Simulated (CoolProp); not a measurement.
Decamethylcyclopentasiloxane (D5) along the isotherm 620 K: density (kg/m³) from the reference equation and from simpler models built on Tc = 618.3 K, pc = 1.078 MPa, ω = 0.631; each cubic takes its own stable root.

The numbers come from the reference Helmholtz-energy equation of state, Thol 2019 in CoolProp.

| p (MPa) | phase | reference | Redlich-Kwong | Peng-Robinson |
|---|---|---|---|---|
| 0.0414 | gas | 3.019 | 3.017 | 3.022 |
| 0.0829 | gas | 6.132 | 6.125 | 6.142 |
| 0.124 | gas | 9.307 | 9.289 | 9.330 |
| 0.166 | gas | 12.65 | 12.62 | 12.70 |
| 0.207 | gas | 16.03 | 15.97 | 16.09 |
| 0.249 | gas | 19.61 | 19.52 | 19.70 |
| 0.29 | gas | 23.23 | 23.10 | 23.35 |
| 0.332 | gas | 27.08 | 26.89 | 27.23 |
| 0.373 | gas | 30.99 | 30.74 | 31.18 |
| 0.414 | gas | 35.07 | 34.74 | 35.29 |
| 0.456 | gas | 39.44 | 39.01 | 39.71 |
| 0.497 | gas | 43.91 | 43.37 | 44.22 |
| 0.539 | gas | 48.74 | 48.05 | 49.09 |
